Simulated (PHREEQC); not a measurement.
H2SO4 is added in steps, without added water, to 1 kg of water holding 0.026 mol TMAH and 0.00013 mol NaAlO2, at 25 °C. Oxygen alone is held at its pressure in air (log pO2 = -0.68). The system is closed to CO2. Nothing may precipitate in this run.

Base run: PHREEQC, ion-association model, wateq4f.dat. Each further column changes one thing. The table gives pH.

| H2SO4 added (mol) | base | diluted 100-fold with water | 0.0035 mol/kgw HF added | temperature from 25 to 40 °C | solids may form |
|---|---|---|---|---|---|
| 0 | 12.35 | 10.41 | 12.28 | 11.89 | 12.35 |
| 0.001417 | 12.29 | 2.65 | 12.22 | 11.84 | 12.29 |
| 0.002833 | 12.24 | 2.36 | 12.15 | 11.78 | 12.24 |
| 0.004958 | 12.13 | 2.14 | 12.02 | 11.67 | 12.13 |
| 0.006375 | 12.05 | 2.04 | 11.91 | 11.59 | 12.05 |
| 0.007792 | 11.94 | 1.97 | (withheld) | (withheld) | 11.94 |
| 0.009208 | 11.80 | 1.90 | 11.53 | 11.34 | 11.80 |
| 0.01063 | 11.60 | 1.85 | 11.02 | 11.14 | 11.60 |
| 0.01204 | 11.20 | 1.80 | (withheld) | 10.74 | 11.20 |
| 0.01417 | 3.02 | 1.74 | 2.77 | 3.09 | 3.02 |
| 0.01558 | 2.62 | (withheld) | 2.53 | 2.68 | 2.62 |
| 0.017 | 2.41 | 1.68 | 2.36 | 2.47 | 2.41 |

Question: Complete the blanks.

Answer: 
- 0.007792, 0.0035 mol/kgw HF added: 11.76
- 0.007792, temperature from 25 to 40 °C: 11.48
- 0.01204, 0.0035 mol/kgw HF added: 3.66
- 0.01558, diluted 100-fold with water: 1.71

(CH3)4N+ isn't in the database: it is added as a free cation with an ion size of 4 Å. In at least one series the solution becomes supersaturated in solids that the run did not let form, among them Basaluminite. Fluoro complexes past AlF4- and FeF3 are missing from the database. Constants without temperature data keep their 25 °C values here. Solids allowed in the column 'solids may form': Al(OH)3(a), Basaluminite, Mirabilite.
